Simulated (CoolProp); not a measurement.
o-xylene along the isobar 4.07 MPa: density (kg/m³) from the reference equation and from simpler models built on Tc = 357.1 °C, pc = 3.737 MPa, ω = 0.312; each cubic takes its own stable root.

The numbers come from the reference Helmholtz-energy equation of state, Zhou 2012 in CoolProp.

```
T (°C)   phase  reference  van der Waals  Soave-Redlich-Kwong
------  ------  ---------  -------------  -------------------
78.85   liquid      833.6          488.8                738.0
82.85   liquid      830.2          487.1                735.4
86.85   liquid      826.7          485.4                732.7
90.85   liquid      823.3          483.6                729.9
94.85   liquid      819.8          481.9                727.1
98.85   liquid      816.3          480.2                724.3
102.85  liquid        [?]          478.4                721.5
106.85  liquid        [?]          476.6                  [?]
110.85  liquid        [?]          474.8                715.7
114.85  liquid      802.2          473.0                712.7
118.85  liquid      798.7          471.2                709.7
122.85  liquid      795.1          469.4                  [?]
126.85  liquid      791.5          467.5                703.5
130.85  liquid      787.8          465.6                700.3
134.95  liquid      784.1            [?]                697.1
```

Some entries are withheld; supply them.


- 102.85, reference: 812.8
- 106.85, reference: 809.3
- 106.85, Soave-Redlich-Kwong: 718.6
- 110.85, reference: 805.8
- 122.85, Soave-Redlich-Kwong: 706.6
- 134.95, van der Waals: 463.7
